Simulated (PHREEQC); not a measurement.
Solution (48 °C): 0.0067 mol HF, 0.0008 mol KF and 7.1e-05 mol H3PO4 per kg of water. Closed to the air; pH follows from the charge balance.

Model: ion-association model, phreeqc.dat, run in PHREEQC.

```json
[
 {"quantity": "pH", "before": "2.91", "after": "2.83"},
 {"quantity": "ionic strength (mol/kgw)", "before": "0.00210", "after": "0.00170"},
 {"quantity": "HF (mol/kgw)", "before": "0.00541", "after": "0.00518"},
 {"quantity": "H2PO4- (mol/kgw)", "before": "5.81e-5", "after": "5.61e-5"},
 {"quantity": "HF2- (mol/kgw)", "before": "4.66e-5", "after": "3.59e-5"}
]
```

Task: Which change was made?
(A) diluted 5-fold with water
(B) HF replaced by NH4F at the same molality
(C) KF from 0.0008 to 0.00016 mol/kgw
(D) H3PO4 from 7.1e-05 to 0.000142 mol/kgw
(E) HF from 0.0067 to 0.00603 mol/kgw

Result: C, KF from 0.0008 to 0.00016 mol/kgw

No solid was allowed to form. Away from 25 °C the constants follow the database's enthalpies or fits; those with neither stay at their 25 °C values.
